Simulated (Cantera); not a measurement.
A Cantera script and what it prints.

```python
import numpy as np
import cantera as ct

gas_names = """
    C CH CH2 CH3 CH2OH CH3O CH4 CH3OH CO CO2 COOH C2 C2H CHCO,ketyl C2H2,acetylene C2H2,vinylidene
    CH2CO,ketene C2H3,vinyl CH3CO,acetyl C2H4 C2H4O,ethylen CH3CHO,ethanal CH3COOH (HCOOH)2 C2H5 C2H6
    CH3OCH3 C2H5OH C2O C3 C3H3,propargyl C3H4,allene C3H4,propyne C3H4,cyclo- C3H5,allyl C3H6,propylene
    C3H6,cyclo- C3H6O C3H7,n-propyl C3H7,i-propyl C3H8 C3H8O,1propanol C3H8O,2propanol C3O2 C4 C4H2
    C4H4,1,3-cyclo- C4H6,butadiene C4H6,2-butyne C4H6,cyclo- C4H8,1-butene C4H8,cis2-buten
    C4H8,tr2-butene C4H8,isobutene C4H8,cyclo- (CH3COOH)2 C4H9,n-butyl C4H9,i-butyl C4H9,s-butyl
    C4H9,t-butyl C4H10,isobutane C4H10,n-butane C5 C5H6,1,3cyclo- C5H8,cyclo- C5H10,1-pentene
    C5H10,cyclo- C5H11,pentyl C5H11,t-pentyl C5H12,n-pentane C5H12,i-pentane CH3C(CH3)2CH3 C6H2
    C6H5,phenyl C6H5O,phenoxy C6H6 C6H5OH,phenol C6H10,cyclo- C6H12,1-hexene C6H12,cyclo- C6H13,n-hexyl
    C7H7,benzyl C7H8 C7H8O,cresol C7H14,1-heptene C7H15,n-heptyl C7H16,n-heptane C8H8,styrene
    C8H10,ethylbenz C8H16,1-octene C8H17,n-octyl C8H18,isooctane C8H18,n-octane C9H19,n-nonyl
    C10H8,naphthale C10H21,n-decyl C12H9,o-bipheny C12H10,bipheny H HCO HO2 H2 HCHO,formaldehy HCOOH H2O
    H2O2 O OH O2 O3
""".split()
cond_names = """
    C(gr) C6H6(L) C7H8(L) C8H18(L),n-octa H2O(s) H2O(L)
""".split()


def load(file, names, dense=False):
    # The tables refer to 1 bar. Condensed volumes are neglected.
    table = {s.name: s for s in ct.Species.list_from_file(file)}
    out = []
    for n in names:
        d = dict(table[n].input_data)
        d["thermo"] = dict(d["thermo"], **{"reference-pressure": 1e5})
        if dense:
            d["equation-of-state"] = {"model": "constant-volume", "density": "1e6 g/cm^3"}
        out.append(ct.Species.from_dict(d))
    return out


gas = ct.Solution(thermo="ideal-gas", species=load("nasa_gas.yaml", gas_names))
cond = {s.name: ct.Solution(thermo="fixed-stoichiometry", species=[s], name=s.name)
        for s in load("nasa_condensed.yaml", cond_names, dense=True)}
atoms = {
    'C3H8': {'C': 3, 'H': 8},
    'O2': {'O': 2},
    'H2': {'H': 2},
    'H2O': {'H': 2, 'O': 1},
}
top_T = {'C(gr)': 4500}  # K; cautious upper limits of use, not melting points


def equilibrate(T, P, feed):
    n = {}
    for name, mol in feed.items():
        for a, k in atoms[name].items():
            n[a] = n.get(a, 0.0) + k * mol
    gas.TPX = T, P, n
    mass = sum(n.values()) * gas.mean_molecular_weight
    gas.equilibrate("TP")
    valid = [c for c in cond.values() if c.min_temp <= T <= top_T.get(c.name, c.max_temp)]
    mix = ct.Mixture([(gas, mass / gas.mean_molecular_weight)] + [(c, 0.0) for c in valid])
    mix.T, mix.P = T, P
    mix.equilibrate("TP", solver="vcs", rtol=1e-11, max_steps=5000)
    return mix


results = []
feed = {'C3H8': 1, 'O2': 0.03, 'H2': 7.4, 'H2O': 4.1}  # mol
P = 10000  # Pa
for T in [625, 775, 925, 1075, 1225, 1375, 1525, 1675, 1825, 1975, 2125, 2275, 2425, 2575]:
    mix = equilibrate(T, P, feed)
    results.append((T, P, feed, dict(zip(mix.species_names, mix.species_moles))))

top = {s: max(r[3][s] / sum(r[3][g] for g in gas_names) for r in results) for s in gas_names}
cols = sorted((s for s in top if top[s] > 0.0001), key=lambda s: -top[s])[:7]
seen = [c for c in cond_names if any(r[3].get(c, 0) > 1e-12 for r in results)]
print("log10 of partial pressures in bar; condensed amounts in mol")
print(f"{'T/K':>10s}" + "".join(f"{s[:9]:>10s}" for s in cols + seen))
for T, P, feed, n in results:
    ng = sum(n[g] for g in gas_names)
    print(f"{T:10.4g}" + "".join(f"{np.log10(max(n[s] / ng * P / 1e5, 1e-99)):10.3f}" for s in cols)
          + "".join(f"{n.get(c, 0):10.4g}" for c in seen))
```

Output:

```
log10 of partial pressures in bar; condensed amounts in mol
       T/K        H2       H2O       CH4        CO         H       CO2        OH     C(gr)
       625    -1.356    -1.492    -1.631    -4.580   -16.247    -3.400   -21.053         0
       775    -1.167    -1.866    -2.024    -2.353   -12.587    -2.349   -16.916    0.1684
       925    -1.104    -2.302    -3.334    -1.851   -10.137    -2.743   -14.262         0
      1075    -1.105    -2.284    -5.094    -1.820    -8.386    -2.968   -11.986         0
      1225    -1.106    -2.258    -6.460    -1.810    -7.060    -3.128   -10.252         0
      1375    -1.108    -2.243    -7.525    -1.805    -6.019    -3.256    -8.899         0
      1525    -1.108    -2.234    -8.376    -1.802    -5.180    -3.358    -7.814         0
      1675    -1.109    -2.229    -9.072    -1.800    -4.490    -3.440    -6.925         0
      1825    -1.109    -2.225    -9.650    -1.799    -3.911    -3.508    -6.182         0
      1975    -1.111    -2.223   -10.138    -1.798    -3.419    -3.563    -5.552         0
      2125    -1.114    -2.223   -10.560    -1.799    -2.997    -3.609    -5.012         0
      2275    -1.121    -2.226   -10.933    -1.801    -2.632    -3.649    -4.544         0
      2425    -1.134    -2.234   -11.275    -1.807    -2.314    -3.684    -4.137         0
      2575    -1.157    -2.251   -11.604    -1.816    -2.039    -3.717    -3.781         0
```

Equilibrium computed with Cantera from the NASA thermochemical tables; the gas is ideal and each condensed phase is pure.
